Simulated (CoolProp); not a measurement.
Vapour-liquid equilibrium of CH2F2 (R32) (1) + propane (2) at 451 kPa; x and y are mole fractions of (1).

The numbers come from the multi-fluid Helmholtz-energy mixture model, Tillner-Roth 1997 and Lemmon 2009; pair parameters Bell 2016 in CoolProp.

```
x     bubble temperature, mixture model (°C)  bubble temperature, Raoult's law (°C)  y, mixture model  y, Raoult's law
----  --------------------------------------  -------------------------------------  ----------------  ---------------
0.05                                     [?]                                   -2.8             0.297            0.082
0.15                                     [?]                                   -4.8             0.522            0.231
0.25                                     [?]                                   -6.7               [?]            0.361
0.35                                   -25.9                                   -8.5             0.614            0.477
0.45                                     [?]                                  -10.1             0.621            0.580
0.55                                   -26.2                                  -11.6             0.622            0.673
0.65                                   -26.2                                  -12.9             0.624            0.757
0.75                                   -26.0                                  -14.2               [?]            0.834
0.85                                   -25.1                                  -15.5               [?]            0.905
0.95                                   -21.5                                  -16.6             0.825            0.969
```

Q: Some entries are withheld; supply them.

A: 
- 0.05, bubble temperature, mixture model (°C): -12.2
- 0.15, bubble temperature, mixture model (°C): -21.9
- 0.25, bubble temperature, mixture model (°C): -25.0
- 0.25, y, mixture model: 0.591
- 0.45, bubble temperature, mixture model (°C): -26.1
- 0.75, y, mixture model: 0.636
- 0.85, y, mixture model: 0.680

The largest gap from Raoult's law is -18.3 K in bubble temperature, at x = 0.25. y crosses x between x = 0.55 and 0.65: the model has an azeotrope there.

The pair parameters rest on a limited set of measurements; away from them the model extrapolates. With so large a gap from Raoult's law the liquid may split in two, which this calculation doesn't test in full.
